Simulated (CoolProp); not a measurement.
Saturation properties of n-nonane.

Model: reference Helmholtz-energy equation of state, Lemmon 2006, in CoolProp. It is a short technical equation, of lower accuracy than the large ones.

| T (K) | p (MPa) | vapour density (kg/m³) | enthalpy of vaporisation (kJ/kg) | liquid cp (kJ/(kg K)) | liquid viscosity (µPa s) |
|---|---|---|---|---|---|
| 374.3 | 0.02195 | 0.9226 | 319.2 | 2.514 | 306 |
| 382.1 | 0.02884 | 1.193 | 314.6 | 2.548 | 287 |
| 389.9 | 0.03738 | 1.523 | 310.0 | 2.581 | 270 |
| 397.8 | 0.04801 | 1.928 | 305.2 | 2.616 | 254 |
| 405.6 | 0.06075 | 2.408 | 300.4 | 2.651 | 239 |
| 413.4 | 0.07605 | 2.980 | 295.4 | 2.685 | 226 |
| 421.2 | 0.09425 | 3.654 | 290.4 | 2.721 | 213 |
| 429 | 0.1157 | 4.445 | 285.2 | 2.756 | 201 |
| 436.8 | 0.1408 | 5.367 | 279.9 | 2.792 | 190 |
| 444.6 | 0.1700 | 6.436 | 274.4 | 2.829 | 179 |
| 452.5 | 0.2041 | 7.688 | 268.7 | 2.866 | 169 |
| 460.3 | 0.2427 | 9.111 | 262.8 | 2.904 | 160 |
| 468.1 | 0.2867 | 10.74 | 256.7 | 2.943 | 151 |

It boils at 423.9 K under 1 atm.

Viscosity comes from a separate model (Huber 2004).
